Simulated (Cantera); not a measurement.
Mixture: 3.57 % CH₄, 0.325 % C₂H₆, 1.21 % C₃H₈, 22.1 % O₂, 72.8 % N₂, at 35.0 bar, adiabatic and at constant volume. Ignition delay is the time to a rise of 400 K.

Model: GRI-Mech 3.0 (53 species, 325 reactions), integrated in Cantera. GRI-Mech 3.0 was tuned for natural gas; its chemistry of propane as a main component is partial and can be far from experiment. The pressure lies above the range GRI-Mech 3.0 was tuned for (to about 10 atm).

**Question.** At T0 = 1273 K, what is the delay, and which 8 reactions control it most (d ln τ / d ln k, from doubling and halving each rate constant)?

**Answer.** The delay is 0.141 ms.
```csv
reaction,d ln τ / d ln k,faster rate
CH3 + HO2 <=> CH3O + OH,-0.65,shortens it
2 CH3 (+M) <=> C2H6 (+M),0.43,lengthens it
2 HO2 <=> H2O2 + O2,0.25,lengthens it
C2H6 + OH <=> C2H5 + H2O,-0.22,shortens it
C2H5 + CH3 (+M) <=> C3H8 (+M),-0.21,shortens it
H + O2 <=> O + OH,-0.21,shortens it
CH4 + OH <=> CH3 + H2O,0.17,lengthens it
CH3 + O2 <=> CH3O + O,-0.16,shortens it
```
